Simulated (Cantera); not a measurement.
A Cantera script and its output.

```python
import numpy as np
import cantera as ct

gas = ct.Solution("gri30.yaml", transport_model="multicomponent")
show = ['CH4', 'CH3', 'CO2']

rows = []
print(f"{'T/K':>7s}{'rho':>11s}{'cp':>10s}{'mu':>11s}{'lambda':>11s}{'Pr':>7s}" + "".join(f"{'D_' + s:>11s}" for s in show))
for T in [400, 600, 800, 1000, 1200, 1400, 1600, 1800]:
    gas.TPX = T, 5900, {'O2': 0.15, 'N2O': 0.26}
    Pr = gas.cp_mass * gas.viscosity / gas.thermal_conductivity
    D = [gas.mix_diff_coeffs_mole[gas.species_index(s)] for s in show]
    rows.append([gas.density, gas.cp_mass, gas.viscosity, gas.thermal_conductivity, Pr, *D])
    print(f"{T:7g}{gas.density:11.4e}{gas.cp_mass:10.1f}{gas.viscosity:11.4e}"
          f"{gas.thermal_conductivity:11.4e}{Pr:7.3f}" + "".join(f"{d:11.4e}" for d in D))
print("SI units: kg/m3, J/kg/K, Pa s, W/m/K, m2/s")
```

Output:

```
    T/K        rho        cp         mu     lambda     Pr      D_CH4      D_CH3      D_CO2
    400 7.0282e-02     961.7 2.1258e-05 2.7931e-02  0.732 5.4479e-04 5.4813e-04 3.6640e-04
    600 4.6854e-02    1072.2 2.9354e-05 4.2848e-02  0.735 1.1162e-03 1.1237e-03 7.6553e-04
    800 3.5141e-02    1151.2 3.6279e-05 5.6843e-02  0.735 1.8325e-03 1.8453e-03 1.2697e-03
   1000 2.8113e-02    1206.1 4.2453e-05 6.9728e-02  0.734 2.6776e-03 2.6968e-03 1.8664e-03
   1200 2.3427e-02    1241.1 4.8100e-05 8.1390e-02  0.733 3.6408e-03 3.6672e-03 2.5472e-03
   1400 2.0080e-02    1269.9 5.3354e-05 9.2477e-02  0.733 4.7144e-03 4.7489e-03 3.3062e-03
   1600 1.7570e-02    1293.6 5.8303e-05 1.0305e-01  0.732 5.8923e-03 5.9356e-03 4.1389e-03
   1800 1.5618e-02    1313.2 6.3008e-05 1.1316e-01  0.731 7.1699e-03 7.2228e-03 5.0420e-03
SI units: kg/m3, J/kg/K, Pa s, W/m/K, m2/s
```

Detailed kinetics in Cantera: GRI-Mech 3.0 (53 species, 325 reactions). The composition is frozen, though it would react at the higher temperatures.
